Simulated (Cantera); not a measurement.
A Cantera script and its output.

```python
import numpy as np
import cantera as ct

gas = ct.Solution("gri30.yaml")
gas.TPX = 400, 15000, {'CH4': 1, 'O2': 1.54, 'N2': 5.78}
flame = ct.FreeFlame(gas, width=0.15)
flame.set_refine_criteria(ratio=3, slope=0.08, curve=0.16)
flame.transport_model = "mixture-averaged"
flame.solve(loglevel=0, auto=True)
z, T = flame.grid, flame.T
thick = (T[-1] - T[0]) / np.gradient(T, z).max()
show = ['CH4', 'O2', 'OH', 'O', 'NO', 'HCO']
print(f"laminar burning velocity  {flame.velocity[0] * 100:.3f} cm/s")
print(f"burnt temperature         {T[-1]:.1f} K")
print(f"thermal thickness         {thick * 1e3:.4f} mm")
print(f"grid points               {len(z)}")
z0 = z[flame.heat_release_rate.argmax()]
print(f"{'z/mm':>9s}{'T/K':>9s}{'u/(m/s)':>9s}" + "".join(f"{s:>11s}" for s in show))
rows = []
for k in (-3, -2, -1.5, -1, -0.5, -0.25, 0, 0.25, 0.5, 1, 2, 4, 8):
    zz = z0 + k * thick
    rows.append([k * thick, np.interp(zz, z, T), np.interp(zz, z, flame.velocity),
                 *(np.interp(zz, z, flame.X[gas.species_index(s)]) for s in show)])
    print(f"{rows[-1][0] * 1e3:9.3f}{rows[-1][1]:9.1f}{rows[-1][2]:9.3f}" + "".join(f"{x:11.3e}" for x in rows[-1][3:]))
```

It prints:

```
laminar burning velocity  72.249 cm/s
burnt temperature         2106.4 K
thermal thickness         2.2444 mm
grid points               162
     z/mm      T/K  u/(m/s)        CH4         O2         OH          O         NO        HCO
   -6.733    400.1    0.723  1.200e-01  1.849e-01  3.754e-12  1.503e-10  7.372e-11  1.317e-18
   -4.489    401.1    0.728  1.195e-01  1.842e-01  1.075e-09  2.303e-09  1.743e-09  3.162e-15
   -3.367    408.5    0.745  1.184e-01  1.830e-01  5.664e-08  1.603e-08  1.669e-08  1.464e-12
   -2.244    490.7    0.905  1.119e-01  1.766e-01  3.837e-06  3.605e-07  2.971e-07  1.674e-09
   -1.122    971.6    1.838  7.656e-02  1.372e-01  3.623e-05  1.709e-05  3.311e-06  1.064e-06
   -0.561   1385.5    2.661  4.145e-02  9.293e-02  2.977e-04  1.169e-04  7.405e-06  2.157e-05
    0.000   1742.3    3.385  1.138e-02  4.566e-02  1.453e-03  4.929e-04  1.459e-05  6.523e-05
    0.561   1908.1    3.717  1.377e-03  1.772e-02  3.480e-03  1.035e-03  2.535e-05  3.236e-05
    1.122   1950.2    3.792  1.023e-04  7.163e-03  4.784e-03  1.296e-03  3.542e-05  4.668e-06
    2.244   1966.3    3.809  5.356e-07  2.699e-03  5.249e-03  1.287e-03  4.565e-05  7.363e-08
    4.489   1976.7    3.820  1.350e-10  1.996e-03  5.119e-03  1.175e-03  5.106e-05  3.233e-08
    8.978   1989.6    3.841  3.530e-14  1.750e-03  4.890e-03  1.037e-03  5.332e-05  2.982e-08
   17.955   2009.4    3.874  1.305e-15  1.424e-03  4.502e-03  8.354e-04  5.582e-05  2.625e-08
```

Detailed kinetics in Cantera: GRI-Mech 3.0 (53 species, 325 reactions). Burning velocities carry a grid error of a few per cent, more on coarse grids.
